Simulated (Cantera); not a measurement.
Input: 1 mol Fe, 8.7 mol CO, 200 mol H₂, 1.2 mol CO₂, at 0.500 bar.

Equilibrium computed with Cantera from the NASA thermochemical tables; the gas is ideal and each condensed phase is pure. Candidate condensed phases: C, C₆H₆, C₇H₈, C₈H₁₈, Fe, Fe(CO)₅, FeO, Fe(OH)₂, Fe(OH)₃, Fe₂O₃, Fe₃O₄, H₂O; 114 gas species. Kinetics and transport are ignored.

Q: At 1273 K, list the 5 most abundant gas species with their mole fractions, and the condensed phases.

A: H₂ 0.947, CO 0.0468, H₂O 0.00574, CH₄ 0.000194, CO₂ 0.000171. Condensed: Fe(γ).
